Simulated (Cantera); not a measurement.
Feed: 1 mol CCl4, 0.059 mol HCl, 0.056 mol F2, held at 3023 K and 0.0560 bar.

Equilibrium computed with Cantera from the NASA thermochemical tables; the gas is ideal and each condensed phase is pure. Candidate condensed phases: C, C6H6, C7H8, C8H18; 118 gas species. The tables' values for CCl are old estimates; treat these amounts as uncertain. Rates play no part.

Base state: Cl 0.958, F 0.0164, HF 0.00796, C3 0.00711, HCl 0.00440, CF 0.00199, H 0.00160, C 0.00112 (mole fractions); condensed: C(graphite).

Task: What changes in the equilibrium state with this change: F2 from 0.056 to 1.8 mol?

Result: 
```json
[
 {"species": "Cl", "before": "0.958", "after": "0.545"},
 {"species": "F", "before": "0.0164", "after": "0.356"},
 {"species": "CF", "before": "0.00199", "after": "0.0432"},
 {"species": "CF2", "before": "8.18e-5", "after": "0.0383"},
 {"species": "CF4", "before": "<1e-9", "after": "1.05e-5"},
 {"species": "CF3", "before": "1.01e-8", "after": "0.000102"},
 {"species": "C(graphite), mol", "before": "0.886", "after": "0.209"}
]
```

Task: What changes in the equilibrium state with this change: temperature from 3023 K to 3523.15 K?

Result: 
```json
[
 {"species": "Cl", "before": "0.958", "after": "0.872"},
 {"species": "C3", "before": "0.00711", "after": "0.0514"},
 {"species": "C", "before": "0.00112", "after": "0.0271"},
 {"species": "C2", "before": "0.000725", "after": "0.0133"},
 {"species": "F", "before": "0.0164", "after": "0.0198"},
 {"species": "CF2", "before": "8.18e-5", "after": "6.33e-6"},
 {"species": "C4", "before": "2.56e-5", "after": "0.000273"},
 {"species": "C(graphite), mol", "before": "0.886", "after": "0"}
]
```

Task: What changes in the equilibrium state with this change: 0.067 mol HF added?

Result: 
| species | before | after |
|---|---|---|
| Cl | 0.958 | 0.938 |
| F | 0.0164 | 0.0206 |
| HF | 0.00796 | 0.0184 |
| H2 | 5.00e-6 | 1.70e-5 |
| C2H | 1.89e-5 | 3.49e-5 |
| H | 0.00160 | 0.00295 |
| HCl | 0.00440 | 0.00795 |
| C2HCl | 6.74e-6 | 1.22e-5 |
| C(graphite), mol | 0.886 | 0.882 |
